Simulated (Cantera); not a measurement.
# Thermodynamics of aluminium nitride and oxide growth, feed AlCl3 + N2O + H2

Charge: 1 mol AlCl3, 1.4 mol N2O, 2.9 mol H2, equilibrated at 5.40 Torr.

These are equilibrium values from Cantera (NASA tables, ideal gas, pure condensed phases), not measurements of a reactor. Candidate condensed phases: Al, AlCl3, AlN, Al2O3, H2O, NH4Cl; 45 gas species. The tables' values for AlCl2, AlOH are old estimates; treat these amounts as uncertain. The numbers say what is thermodynamically allowed, not how fast it happens.

```json
[
 {"T (K)": "1048", "log p HCl": "-2.46", "log p H2": "-2.73", "log p N2": "-2.76", "log p Cl": "-9.24", "log p H": "-9.48", "log p AlCl": "-11.41", "log p AlCl3": "-4.08", "n Al2O3(s)": "0.467"},
 {"T (K)": "1148", "log p HCl": "-2.46", "log p H2": "-2.73", "log p N2": "-2.76", "log p Cl": "-8.29", "log p H": "-8.51", "log p AlCl": "-9.93", "log p AlCl3": "-4.08", "n Al2O3(s)": "0.467"},
 {"T (K)": "1248", "log p HCl": "-2.46", "log p H2": "-2.73", "log p N2": "-2.76", "log p Cl": "-7.49", "log p H": "-7.69", "log p AlCl": "-8.70", "log p AlCl3": "-4.08", "n Al2O3(s)": "0.467"},
 {"T (K)": "1348", "log p HCl": "-2.46", "log p H2": "-2.73", "log p N2": "-2.76", "log p Cl": "-6.81", "log p H": "-7.00", "log p AlCl": "-7.66", "log p AlCl3": "-4.08", "n Al2O3(s)": "0.467"},
 {"T (K)": "1448", "log p HCl": "-2.46", "log p H2": "-2.73", "log p N2": "-2.76", "log p Cl": "-6.22", "log p H": "-6.40", "log p AlCl": "-6.76", "log p AlCl3": "-4.08", "n Al2O3(s)": "0.466"},
 {"T (K)": "1548", "log p HCl": "-2.46", "log p H2": "-2.73", "log p N2": "-2.76", "log p Cl": "-5.70", "log p H": "-5.88", "log p AlCl": "-5.99", "log p AlCl3": "-4.10", "n Al2O3(s)": "0.466"},
 {"T (K)": "1648", "log p HCl": "-2.46", "log p H2": "-2.73", "log p N2": "-2.76", "log p Cl": "-5.25", "log p H": "-5.42", "log p AlCl": "-5.36", "log p AlCl3": "-4.14", "n Al2O3(s)": "0.466"},
 {"T (K)": "1748", "log p HCl": "-2.46", "log p H2": "-2.73", "log p N2": "-2.76", "log p Cl": "-4.84", "log p H": "-5.01", "log p AlCl": "-4.86", "log p AlCl3": "-4.24", "n Al2O3(s)": "0.465"},
 {"T (K)": "1848", "log p HCl": "-2.46", "log p H2": "-2.74", "log p N2": "-2.76", "log p Cl": "-4.48", "log p H": "-4.65", "log p AlCl": "-4.51", "log p AlCl3": "-4.43", "n Al2O3(s)": "0.464"},
 {"T (K)": "1948", "log p HCl": "-2.46", "log p H2": "-2.75", "log p N2": "-2.76", "log p Cl": "-4.16", "log p H": "-4.32", "log p AlCl": "-4.29", "log p AlCl3": "-4.69", "n Al2O3(s)": "0.462"},
 {"T (K)": "2048", "log p HCl": "-2.47", "log p H2": "-2.75", "log p N2": "-2.77", "log p Cl": "-3.88", "log p H": "-4.03", "log p AlCl": "-4.14", "log p AlCl3": "-4.99", "n Al2O3(s)": "0.456"},
 {"T (K)": "2148", "log p HCl": "-2.49", "log p H2": "-2.76", "log p N2": "-2.78", "log p Cl": "-3.63", "log p H": "-3.76", "log p AlCl": "-4.01", "log p AlCl3": "-5.29", "n Al2O3(s)": "0.447"}
]
```
log p: log10 of the partial pressure in bar; n: condensed amount in mol.

From 1048 K to 2148 K the condensed part is Al2O3(s). The main Al-bearing gas is AlCl3 at 1048 K and AlCl at 2148 K.
